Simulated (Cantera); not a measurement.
# Stirred combustor or abatement burner

A perfectly stirred reactor is fed with 5.14 % C₃H₈, 15.1 % O₂, 57.1 % N₂, 22.6 % CO₂, at 500000 Pa; it is adiabatic with a 750 K inlet, and is followed from long to short residence time, starting on the burning branch (τ in s: 0.27, 0.11, 0.045, 0.018, 0.0073, 0.003, 0.0012, 0.00049, 0.0002, 8e-05, 3.2e-05).

Detailed kinetics in Cantera: GRI-Mech 3.0 (53 species, 325 reactions). GRI-Mech 3.0 was tuned for natural gas; its chemistry of propane as a main component is partial and can be far from experiment.

```
τ (s)    T (K)    x C₃H₈      x O₂  x CO₂     x N₂O   x H₂O     x CH₃    x CO
-------  -----  --------  --------  -----  --------  ------  --------  ------
0.27      1780   7.05e-7  0.000225  0.185  7.08e-10   0.145   3.46e-5   0.142
0.11      1782   1.63e-6  0.000450  0.187   1.29e-9   0.144   5.71e-5   0.138
0.045     1781   3.75e-6  0.000847  0.190   2.35e-9   0.144   8.91e-5   0.134
0.018     1778   8.82e-6   0.00155  0.192   4.30e-9   0.143  0.000135   0.130
0.0073    1768   2.06e-5   0.00273  0.194   7.59e-9   0.142  0.000199   0.126
0.0030    1751   4.88e-5   0.00479  0.196   1.30e-8   0.139  0.000285   0.122
0.0012    1716  0.000130   0.00888  0.199   2.27e-8   0.133  0.000407   0.115
0.00049   1638  0.000451    0.0185  0.205   4.09e-8   0.117  0.000549   0.102
0.00020    750    0.0514     0.151  0.226    <1e-12  <1e-12  3.61e-12  <1e-12
8.0e-5     750    0.0514     0.151  0.226    <1e-12  <1e-12  1.03e-12  <1e-12
3.2e-5     750    0.0514     0.151  0.226    <1e-12  <1e-12    <1e-12  <1e-12
```
x: mole fraction; the columns are a selection and need not sum to one.
